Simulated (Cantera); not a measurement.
## Diamond growth

A diamond (100) surface in a fixed gas of H2 with x(CH4) = 0.015, x(H) = 0.015, x(CH3) = 0.00031, 15.0 Torr; coverages are run to steady state.

Model: the Harris–Goodwin 1993 mechanism for the reconstructed diamond (100) surface, integrated in Cantera.

| T (K) | growth (µm/h) | θ c6HH | θ c6H* | θ c6*H | θ c6** | θ c6HM |
|---|---|---|---|---|---|---|
| 925 | 2.20 | 0.655 | 0.0120 | 0.309 | 0.00535 | 0.0152 |
| 1000 | 3.15 | 0.588 | 0.0181 | 0.369 | 0.00960 | 0.0108 |
| 1075 | 3.79 | 0.526 | 0.0252 | 0.422 | 0.0157 | 0.00701 |
| 1150 | 3.26 | 0.471 | 0.0330 | 0.467 | 0.0239 | 0.00341 |
| 1225 | 2.05 | 0.422 | 0.0411 | 0.501 | 0.0340 | 0.00110 |
| 1300 | 1.47 | 0.378 | 0.0493 | 0.526 | 0.0459 | 0.000290 |
| 1375 | 1.41 | 0.341 | 0.0572 | 0.542 | 0.0593 | 7.36e-5 |
θ: site fractions in the mechanism's names (c6HH fully hydrogenated, c6H* and c6*H radical sites, c6** diradical, c6HM methylated).
